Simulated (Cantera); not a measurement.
Input: 1 mol Pb, 0.18 mol CO, 13 mol H2, held at 1152 °C and 1.00 bar.

Equilibrium computed with Cantera from the NASA thermochemical tables; the gas is ideal and each condensed phase is pure. Candidate condensed phases: C, C6H6, C7H8, C8H18, H2O, Pb, PbO, PbO2, Pb3O4; 113 gas species. Kinetics and transport are ignored.

Base state: H2 0.975, CO 0.0131, Pb 0.0114, CH4 0.000374, H2O 0.000372 (mole fractions); condensed: Pb(l).

Task: What changes in the equilibrium state with this change: temperature from 1152 °C to 1275 °C?

Result: 
```csv
species,before,after
H2,0.975,0.948
Pb,0.0114,0.0385
CO,0.0131,0.0130
CH4,0.000374,0.000167
Pb2,2.90e-6,2.17e-5
H,6.73e-6,3.00e-5
H2O,0.000372,0.000167
"Pb(l), mol",0.847,0.472
```

Task: What changes in the equilibrium state with this change: pressure from 1.00 bar to 0.133 bar?

Result: 
| species | before | after |
|---|---|---|
| H2 | 0.975 | 0.917 |
| Pb | 0.0114 | 0.0705 |
| CO | 0.0131 | 0.0127 |
| CH4 | 0.000374 | 4.46e-5 |
| H2O | 0.000372 | 4.44e-5 |
| Pb(l), mol | 0.847 | 0 |
